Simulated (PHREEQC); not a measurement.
Solution (25 °C): 0.021 mol HCl, 0.0075 mol ZnSO4, 0.00023 mol CuCl2 and 0.0011 mol NaHCO3 per kg of water. Closed to the air; pH follows from the charge balance.

Computed with PHREEQC (ion-association model, wateq4f.dat).

### Question
The ionic strength comes out as 0.0406 mol/kgw. What activity coefficients do H+, NaSO4-, Zn+2, Cu+2, HSO4- get?

### Answer
H+ 0.86, NaSO4- 0.84, Zn+2 0.51, Cu+2 0.51, HSO4- 0.83.

No solid was allowed to form. Species that the database lacks are ignored.
